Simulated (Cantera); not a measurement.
# Adiabatic ignition

An adiabatic, constant-pressure homogeneous reactor starts with 12.1 % CO, 0.667 % H2, 11.0 % O2, 76.2 % N2, equivalence ratio 0.58, at 1775 K and 7500 Torr.

Model: GRI-Mech 3.0 (53 species, 325 reactions), integrated in Cantera. The hydrogen kinetics of GRI-Mech 3.0 are dated; newer H2 mechanisms differ, most at raised pressure.

| t (s) | T (K) | x CO | x H2 | x O2 | x NO | x O |
|---|---|---|---|---|---|---|
| 1.00e-6 | 1775 | 0.121 | 0.00666 | 0.110 | 1.72e-11 | 1.01e-5 |
| 2.89e-6 | 1780 | 0.120 | 0.00476 | 0.108 | 2.61e-8 | 0.00152 |
| 8.38e-6 | 1967 | 0.0868 | 0.000296 | 0.0834 | 1.60e-5 | 0.0138 |
| 2.42e-5 | 2329 | 0.0426 | 0.000299 | 0.0635 | 0.000194 | 0.0109 |
| 7.02e-5 | 2532 | 0.0222 | 0.000162 | 0.0569 | 0.000785 | 0.00420 |
| 0.000203 | 2614 | 0.0127 | 9.62e-5 | 0.0528 | 0.00207 | 0.00213 |
| 0.000588 | 2621 | 0.0113 | 8.71e-5 | 0.0510 | 0.00469 | 0.00184 |
| 0.00170 | 2613 | 0.0111 | 8.64e-5 | 0.0488 | 0.00917 | 0.00173 |
| 0.00492 | 2607 | 0.0109 | 8.59e-5 | 0.0470 | 0.0126 | 0.00165 |
| 0.0143 | 2606 | 0.0109 | 8.58e-5 | 0.0468 | 0.0131 | 0.00164 |
| 0.0412 | 2606 | 0.0109 | 8.58e-5 | 0.0468 | 0.0131 | 0.00164 |
| 0.119 | 2606 | 0.0109 | 8.58e-5 | 0.0468 | 0.0131 | 0.00164 |
| 0.346 | 2606 | 0.0109 | 8.58e-5 | 0.0468 | 0.0131 | 0.00164 |
| 1.00 | 2606 | 0.0109 | 8.58e-5 | 0.0468 | 0.0131 | 0.00164 |
x: mole fraction; the columns are a selection and need not sum to one.

```
Property                                                            Result
---------------------------------  ---------------------------------------
time of steepest temperature rise                                  7.82 µs
temperature at 1.00 s                                               2606 K
equilibrium temperature                                             2606 K
x(CO) at 1.00 s                      0.0109 (gas-phase equilibrium 0.0109)
x(H2) at 1.00 s                    8.58e-5 (gas-phase equilibrium 8.58e-5)
x(O2) at 1.00 s                      0.0468 (gas-phase equilibrium 0.0468)
```
